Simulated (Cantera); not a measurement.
An isothermal, constant-pressure homogeneous reactor starts with CH4 : N2 = 1 : 83 (molar parts), at 1048 K and 0.000188 atm. Integrator tolerance rtol = 1e-08.

Model: GRI-Mech 3.0 (53 species, 325 reactions), integrated in Cantera. GRI-Mech 3.0 stops at C3 and has no aromatics, soot or wall deposition, so with more carbon than oxygen in the feed, carbon stays in small species such as C2H2 where larger ones or solid carbon would form. Radical loss at walls, strong at low pressure, is not modelled.

What does this change do: temperature 1048 to 1925 K?


```
quantity                                            before                                      after
-----------------  ---------------------------------------  -----------------------------------------
x(CH4) at 10.0 s    0.0119 (gas-phase equilibrium 1.39e-5)  0.000884 (gas-phase equilibrium 1.24e-10)
x(C2H) at 10.0 s     <1e-12 (gas-phase equilibrium <1e-12)    1.01e-6 (gas-phase equilibrium 2.47e-6)
x(H) at 10.0 s      <1e-12 (gas-phase equilibrium 7.49e-8)   0.000213 (gas-phase equilibrium 0.00814)
x(C2H2) at 10.0 s   <1e-12 (gas-phase equilibrium 0.00117)   0.00530 (gas-phase equilibrium 0.000288)
x(H2) at 10.0 s    1.03e-11 (gas-phase equilibrium 0.0176)      0.0160 (gas-phase equilibrium 0.0136)
x(C2H4) at 10.0 s   <1e-12 (gas-phase equilibrium 7.13e-7)   1.68e-5 (gas-phase equilibrium 7.68e-12)
```
